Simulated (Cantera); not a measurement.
An isothermal, constant-pressure homogeneous reactor starts with C2H6 : N2 = 1 : 24 (molar parts), at 1150 K and 1.70 bar. Integrator tolerance rtol = 1e-08.

Model: GRI-Mech 3.0 (53 species, 325 reactions), integrated in Cantera. GRI-Mech 3.0 stops at C3 and has no aromatics, soot or wall deposition, so with more carbon than oxygen in the feed, carbon stays in small species such as C2H2 where larger ones or solid carbon would form.

Q: What does this change do: temperature 1150 to 1823 K?

A: 
```json
[
 {"quantity": "x(C2H6) at 10.0 s", "before": "0.000378 (gas-phase equilibrium 3.88e-5)", "after": "1.30e-8 (gas-phase equilibrium 3.29e-9)"},
 {"quantity": "x(CH3) at 10.0 s", "before": "5.29e-7 (gas-phase equilibrium 2.84e-7)", "after": "7.83e-6 (gas-phase equilibrium 3.94e-6)"},
 {"quantity": "x(HCN) at 10.0 s", "before": "5.55e-12 (gas-phase equilibrium 0.0224)", "after": "8.91e-5 (gas-phase equilibrium 0.0555)"},
 {"quantity": "x(CH4) at 10.0 s", "before": "0.0107 (gas-phase equilibrium 0.0360)", "after": "0.000315 (gas-phase equilibrium 0.000159)"},
 {"quantity": "x(C2H2) at 10.0 s", "before": "0.0116 (gas-phase equilibrium 0.00500)", "after": "0.0368 (gas-phase equilibrium 0.00918)"},
 {"quantity": "x(H2) at 10.0 s", "before": "0.0388 (gas-phase equilibrium 0.0187)", "after": "0.0735 (gas-phase equilibrium 0.0738)"},
 {"quantity": "x(CH2) at 10.0 s", "before": "<1e-12 (gas-phase equilibrium <1e-12)", "after": "1.11e-8 (gas-phase equilibrium 5.57e-9)"}
]
```
